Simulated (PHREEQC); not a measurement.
Dissolve 0.071 mol/kgw HF, 5.9e-05 mol/kgw NH4HF2 and 0.26 mol/kgw H2SO4 at 20 °C. Closed to the air; pH follows from the charge balance.

Model: ion-association model, wateq4f.dat, run in PHREEQC.

This is a speciation only: nothing precipitates in the calculation.

Question: Predict the pH, activity of water.

Answer: pH 0.64; activity of water 0.990.

Question: In which forms is S present?

Answer: HSO4- 88 %, SO4-2 12 % of the S.

wateq4f.dat counts part of the HF as a dimer, H2F2, which phreeqc.dat doesn't know; its constant is uncertain.
